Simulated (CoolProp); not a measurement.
Vapour-liquid equilibrium of propylene (1) + 1-butene (2) at 2.71 bar; x and y are mole fractions of (1).

Model: multi-fluid Helmholtz-energy mixture model, Lemmon 2013 and Lemmon 2005; pair parameters Bell 2016, in CoolProp.

**Question.** Give the bubble temperature and the first vapour's composition at x = 0.2, 0.5, 0.95. Is there an azeotrope?

**Answer.** x = 0.2: 7.2 °C, y = 0.488; x = 0.5: -7.9 °C, y = 0.810; x = 0.95: -22.2 °C, y = 0.989. No azeotrope shows between x = 0.05 and 0.95.

Pair parameters are fitted to limited data, so mixtures are less certain than the pure fluids.
